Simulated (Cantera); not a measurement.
Cantera run:

```python
import numpy as np
import cantera as ct

gas_names = """
    Br Br2 Ca CaBr CaBr2 CaO CaOH CaO2H2 Ca2 H HBr HNO HNO2 HNO3 HO2 H2 H2O H2O2 N NH NH2 NH3 NH2OH NO
    NO2 NO3 N2 N2H2 N2H4 N2O O OH O2 O3
""".split()
cond_names = """
    Br2(cr) Br2(L) Ca(a) Ca(b) Ca(L) CaBr2(s) CaBr2(L) CaO(s) CaO(L) CaO2H2(s) H2O(s) H2O(L)
""".split()


# ... load() reads the species with a 1 bar reference pressure and builds the phases ...
atoms = {
    'CaO': {'Ca': 1, 'O': 1},
    'HBr': {'H': 1, 'Br': 1},
    'N2': {'N': 2},
}
top_T = {}  # K; cautious upper limits of use, not melting points


# ... equilibrate(T, P, feed) seeds the gas with the atoms and calls Mixture.equilibrate('TP', solver="vcs", rtol=1e-11, max_steps=5000) ...
results = []
feed = {'CaO': 1, 'HBr': 42, 'N2': 4.8}  # mol
for P in [1, 3.2, 10, 32, 100, 320, 1000, 3200, 10000, 32000, 100000]:
    for T in [1073, 1148, 1223, 1298, 1373, 1448, 1523, 1598, 1673, 1748, 1823, 1898]:
        mix = equilibrate(T, P, feed)
        results.append((T, P, feed, dict(zip(mix.species_names, mix.species_moles))))

for T, P, feed, n in results:
    print(f"{T:7g} {P:10.4g}  " + (" + ".join(c for c in cond_names if n.get(c, 0) > 1e-12) or "gas only"))
```

Result:

```
   1073          1  gas only
   1148          1  gas only
   1223          1  gas only
   1298          1  gas only
   1373          1  gas only
   1448          1  gas only
   1523          1  gas only
   1598          1  gas only
   1673          1  gas only
   1748          1  gas only
   1823          1  gas only
   1898          1  gas only
   1073        3.2  gas only
   1148        3.2  gas only
   1223        3.2  gas only
   1298        3.2  gas only
   1373        3.2  gas only
   1448        3.2  gas only
   1523        3.2  gas only
   1598        3.2  gas only
   1673        3.2  gas only
   1748        3.2  gas only
   1823        3.2  gas only
   1898        3.2  gas only
   1073         10  gas only
   1148         10  gas only
   1223         10  gas only
   1298         10  gas only
   1373         10  gas only
   1448         10  gas only
   1523         10  gas only
   1598         10  gas only
   1673         10  gas only
   1748         10  gas only
   1823         10  gas only
   1898         10  gas only
   1073         32  CaBr2(L)
   1148         32  gas only
   1223         32  gas only
   1298         32  gas only
   1373         32  gas only
   1448         32  gas only
   1523         32  gas only
   1598         32  gas only
   1673         32  gas only
   1748         32  gas only
   1823         32  gas only
   1898         32  gas only
   1073        100  CaBr2(L)
   1148        100  gas only
   1223        100  gas only
   1298        100  gas only
   1373        100  gas only
   1448        100  gas only
   1523        100  gas only
   1598        100  gas only
   1673        100  gas only
   1748        100  gas only
   1823        100  gas only
   1898        100  gas only
   1073        320  CaBr2(L)
   1148        320  CaBr2(L)
   1223        320  gas only
   1298        320  gas only
   1373        320  gas only
   1448        320  gas only
   1523        320  gas only
   1598        320  gas only
   1673        320  gas only
   1748        320  gas only
   1823        320  gas only
   1898        320  gas only
   1073       1000  CaBr2(L)
   1148       1000  CaBr2(L)
   1223       1000  CaBr2(L)
   1298       1000  gas only
   1373       1000  gas only
   1448       1000  gas only
   1523       1000  gas only
   1598       1000  gas only
   1673       1000  gas only
   1748       1000  gas only
   1823       1000  gas only
   1898       1000  gas only
   1073       3200  CaBr2(L)
   1148       3200  CaBr2(L)
   1223       3200  CaBr2(L)
   1298       3200  CaBr2(L)
   1373       3200  gas only
   1448       3200  gas only
   1523       3200  gas only
   1598       3200  gas only
   1673       3200  gas only
   1748       3200  gas only
   1823       3200  gas only
   1898       3200  gas only
   1073      1e+04  CaBr2(L)
   1148      1e+04  CaBr2(L)
   1223      1e+04  CaBr2(L)
   1298      1e+04  CaBr2(L)
   1373      1e+04  CaBr2(L)
   1448      1e+04  gas only
   1523      1e+04  gas only
   1598      1e+04  gas only
   1673      1e+04  gas only
   1748      1e+04  gas only
   1823      1e+04  gas only
   1898      1e+04  gas only
   1073    3.2e+04  CaBr2(L)
   1148    3.2e+04  CaBr2(L)
   1223    3.2e+04  CaBr2(L)
   1298    3.2e+04  CaBr2(L)
   1373    3.2e+04  CaBr2(L)
   1448    3.2e+04  CaBr2(L)
   1523    3.2e+04  gas only
   1598    3.2e+04  gas only
   1673    3.2e+04  gas only
   1748    3.2e+04  gas only
   1823    3.2e+04  gas only
   1898    3.2e+04  gas only
   1073      1e+05  CaBr2(L)
   1148      1e+05  CaBr2(L)
   1223      1e+05  CaBr2(L)
   1298      1e+05  CaBr2(L)
   1373      1e+05  CaBr2(L)
   1448      1e+05  CaBr2(L)
   1523      1e+05  CaBr2(L)
   1598      1e+05  gas only
   1673      1e+05  gas only
   1748      1e+05  gas only
   1823      1e+05  gas only
   1898      1e+05  gas only
```

Method: chemical equilibrium by Gibbs-energy minimisation in Cantera with the NASA 1993 tables (ideal gas, pure condensed phases).
